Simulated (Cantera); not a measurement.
Feed: 1 mol PbO, 8.8 mol CO, 8.1 mol N2, equilibrated at 0.133 bar.

Cantera equilibrium calculation (NASA polynomials, part measured and part estimated; ideal gas, pure solids and liquids). Candidate condensed phases: C, Pb, PbO, PbO2, Pb3O4; 27 gas species. Kinetics and transport are ignored.

**Question.** Which condensed phases are stable at each of these points (T (°C)): 527, 602, 677, 752, 827, 902, 977, 1052?

**Answer.** 
| T (°C) | condensed phases | Pb condensed (%) |
|---|---|---|
| 527 | C(graphite) + Pb(l) | 100.0 |
| 602 | C(graphite) + Pb(l) | 100.0 |
| 677 | Pb(l) | 99.9 |
| 752 | Pb(l) | 99.6 |
| 827 | Pb(l) | 98.5 |
| 902 | Pb(l) | 94.5 |
| 977 | Pb(l) | 82.9 |
| 1052 | Pb(l) | 53.0 |

From 527 °C to 602 °C the condensed part is C(graphite) + Pb(l). From 677 °C to 1052 °C the condensed part is Pb(l).
